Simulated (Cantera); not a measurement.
A perfectly stirred reactor is fed with NH3 : N2 = 1 : 26 (molar parts), at 11.3 Torr; it is held at 1723 K, and followed from long to short residence time.

Computed with Cantera and the gas-phase N/H chemistry of the illustrative SiF4/NH3 mechanism in the Surface Chemkin manual (1991). Walls and surfaces, which speed up NH3 decomposition in real reactors, are not modelled.

Task: Predict: x(NH3) at τ = 2.30 s; x(N2H2) at τ = 2.30 s; x(NH) at τ = 2.30 s; x(NH2) at τ = 2.30 s; x(NH3) at τ = 37.0 ms; x(N2H2) at τ = 37.0 ms; x(NH) at τ = 37.0 ms; x(NH2) at τ = 37.0 ms.

Result: 
| Item | Value |
|---|---|
| x(NH3) at τ = 2.30 s | 0.0320 |
| x(N2H2) at τ = 2.30 s | 1.99e-7 |
| x(NH) at τ = 2.30 s | 1.71e-6 |
| x(NH2) at τ = 2.30 s | 7.29e-5 |
| x(NH3) at τ = 37.0 ms | 0.0370 |
| x(N2H2) at τ = 37.0 ms | 2.51e-9 |
| x(NH) at τ = 37.0 ms | 3.95e-8 |
| x(NH2) at τ = 37.0 ms | 1.29e-5 |
